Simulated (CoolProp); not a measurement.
Toluene along the isotherm 609.6 K: fugacity coefficient from the reference equation and from simpler models built on Tc = 591.7 K, pc = 4.126 MPa, ω = 0.266; each cubic takes its own stable root.

Model: reference Helmholtz-energy equation of state, Lemmon 2006, in CoolProp. It is a short technical equation, of lower accuracy than the large ones.

| p (MPa) | phase | reference | van der Waals | Redlich-Kwong | Peng-Robinson |
|---|---|---|---|---|---|
| 0.13 | gas | 0.9895 | 0.9913 | 0.9902 | 0.9891 |
| 0.211 | gas | 0.9830 | 0.9859 | 0.9841 | 0.9824 |
| 0.341 | gas | 0.9726 | 0.9772 | 0.9743 | 0.9717 |
| 0.55 | gas | 0.9560 | 0.9633 | 0.9587 | 0.9545 |
| 0.889 | gas | 0.9294 | 0.9408 | 0.9335 | 0.9271 |
| 1.44 | gas | 0.8866 | 0.9043 | 0.8931 | 0.8834 |
| 2.32 | gas | 0.8196 | 0.8460 | 0.8295 | 0.8155 |
| 3.75 | gas | 0.7129 | 0.7489 | 0.7269 | 0.7089 |
| 6.06 | supercritical | 0.5357 | 0.5730 | 0.5526 | 0.5382 |
| 9.79 | supercritical | 0.3827 | 0.4335 | 0.4054 | 0.3902 |
| 15.8 | supercritical | 0.2908 | 0.3573 | 0.3169 | 0.2988 |
| 25.5 | supercritical | 0.2438 | 0.3372 | 0.2741 | 0.2505 |
| 41.3 | supercritical | 0.2379 | 0.3931 | 0.2769 | 0.2413 |
